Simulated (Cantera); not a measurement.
Feed: 1 mol Si2Cl6, 5.3 mol NH3, 6.9 mol N2, equilibrated at 1398.15 K and 27.0 Pa.

Cantera equilibrium calculation (NASA polynomials, part measured and part estimated; ideal gas, pure solids and liquids). Candidate condensed phases: NH4Cl, Si, Si3N4; 28 gas species. The feed counts by its element totals alone. The tables' values for SiCl3 are old estimates; treat these amounts as uncertain. Kinetics and transport are ignored.

Base state: N2 0.448, H2 0.302, HCl 0.199, SiCl2 0.0492, SiCl3 0.00148, SiCl4 0.000189, H 0.000158, Cl 8.61e-5 (mole fractions); condensed: Si3N4(s).

Q: What changes in the equilibrium state with this change: temperature from 1398.15 K to 700 K?

A: 
```
species          before    after
-------------  --------  -------
N2                0.448    0.439
H2                0.302    0.284
HCl               0.199    0.264
SiCl2            0.0492    <1e-9
SiCl4          0.000189   0.0125
H              0.000158    <1e-9
Cl              8.61e-5    <1e-9
SiCl3           0.00148  2.16e-8
SiHCl3          2.02e-5  2.75e-6
Si3N4(s), mol     0.330    0.587
```
